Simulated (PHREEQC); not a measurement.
Solution (47 °C): 0.18 mol MgCl2 and 3.4e-05 mol CO2 per kg of water. Closed to the air; pH follows from the charge balance.

The numbers come from PHREEQC with the ion-association model, phreeqc.dat.

```tsv
quantity	before	after
pH	5.25	5.47
HCO3- (mol/kgw)	4.12e-6	2.91e-6
```

Task: What was changed between the two runs?
(A) MgCl2 from 0.18 to 0.09 mol/kgw
(B) temperature from 47 to 70 °C
(C) diluted 2-fold with water
(D) MgCl2 left out
(E) diluted 10-fold with water

Result: C, diluted 2-fold with water

Precipitation was switched off in this run. Constants without temperature data keep their 25 °C values here.
